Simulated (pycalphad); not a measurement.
Computed with pycalphad from the COST 507 light-alloy database (1999), at 1 atm. These are 1990s assessments: newer ones move some temperatures and phases. Phase fractions are per mole of atoms.

### Question
Give the equilibrium state of Mg-68.5Si (at.%) at 427 °C.

### Answer
DIAMOND_A4, fraction 0.528, with 100 Si at.%; MG2SI, fraction 0.472, with 33.3 Si at.%.

### Question
Give the equilibrium state of Mg-68.5Si (at.%) at 1052 °C.

### Answer
```
T = 1325.00 K, P = 101325 Pa, N = 1 mol of atoms
G = -63520 J/mol, H = 37325 J/mol, S = 76.11 J/(mol K)  (SER reference)
chemical potentials (J/mol): Mg -99347, Si -47044
phase             fraction      x(Mg)      x(Si)
LIQUID              0.7791     0.4043     0.5957
DIAMOND_A4          0.2209       none     1.0000
```

Database names, with the compositions (at.%) that they take in these runs: MG2SI: Mg 67 Si 33. DIAMOND_A4 is diamond (Si). An entry "none" or "no" means that the model of the phase leaves that element out.
